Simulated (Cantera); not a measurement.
An adiabatic, constant-volume homogeneous reactor starts with CO : H₂ : O₂ : N₂ = 1 : 0.62 : 1.08 : 4.06 (molar parts), at 1400 K and 27.0 bar. Integrator tolerance rtol = 1e-08.

Detailed kinetics in Cantera: GRI-Mech 3.0 (53 species, 325 reactions). The hydrogen kinetics of GRI-Mech 3.0 are dated; newer H2 mechanisms differ, most at raised pressure. The pressure lies above the range GRI-Mech 3.0 was tuned for (to about 10 atm). Above 3000 K some thermodynamic fits are extrapolated.

Task: What does this change do: initial temperature 1400 to 1075 K?

Result: 
```csv
quantity,before,after
time of steepest temperature rise,2.55 µs,0.668 ms
temperature at 0.200 s,3057 K,2934 K
equilibrium temperature,3057 K,2934 K
x(CO) at 0.200 s,0.0339 (gas-phase equilibrium 0.0339),0.0220 (gas-phase equilibrium 0.0220)
x(H₂) at 0.200 s,0.00314 (gas-phase equilibrium 0.00314),0.00201 (gas-phase equilibrium 0.00201)
x(O₂) at 0.200 s,0.0464 (gas-phase equilibrium 0.0464),0.0437 (gas-phase equilibrium 0.0437)
x(N₂O) at 0.200 s,8.29e-6 (gas-phase equilibrium 8.29e-6),7.75e-6 (gas-phase equilibrium 7.75e-6)
x(OH) at 0.200 s,0.0145 (gas-phase equilibrium 0.0145),0.0106 (gas-phase equilibrium 0.0106)
```

Task: What does this change do: constant pressure in place of constant volume?

Result: 
```tsv
quantity	before	after
time of steepest temperature rise	2.55 µs	2.67 µs
temperature at 0.200 s	3057 K	2861 K
equilibrium temperature	3057 K	2861 K
x(CO) at 0.200 s	0.0339 (gas-phase equilibrium 0.0339)	0.0248 (gas-phase equilibrium 0.0248)
x(H₂) at 0.200 s	0.00314 (gas-phase equilibrium 0.00314)	0.00233 (gas-phase equilibrium 0.00233)
x(O₂) at 0.200 s	0.0464 (gas-phase equilibrium 0.0464)	0.0455 (gas-phase equilibrium 0.0455)
x(N₂O) at 0.200 s	8.29e-6 (gas-phase equilibrium 8.29e-6)	4.57e-6 (gas-phase equilibrium 4.57e-6)
x(OH) at 0.200 s	0.0145 (gas-phase equilibrium 0.0145)	0.0112 (gas-phase equilibrium 0.0112)
```

Task: What does this change do: pressure from 27.0 bar to 0.640 bar?

Result: 
| quantity | before | after |
|---|---|---|
| time of steepest temperature rise | 2.55 µs | 40.3 µs |
| temperature at 0.200 s | 3057 K | 2767 K |
| equilibrium temperature | 3057 K | 2767 K |
| x(CO) at 0.200 s | 0.0339 (gas-phase equilibrium 0.0339) | 0.0547 (gas-phase equilibrium 0.0547) |
| x(H₂) at 0.200 s | 0.00314 (gas-phase equilibrium 0.00314) | 0.00609 (gas-phase equilibrium 0.00609) |
| x(O₂) at 0.200 s | 0.0464 (gas-phase equilibrium 0.0464) | 0.0567 (gas-phase equilibrium 0.0567) |
| x(N₂O) at 0.200 s | 8.29e-6 (gas-phase equilibrium 8.29e-6) | 9.03e-7 (gas-phase equilibrium 9.03e-7) |
| x(OH) at 0.200 s | 0.0145 (gas-phase equilibrium 0.0145) | 0.0192 (gas-phase equilibrium 0.0192) |
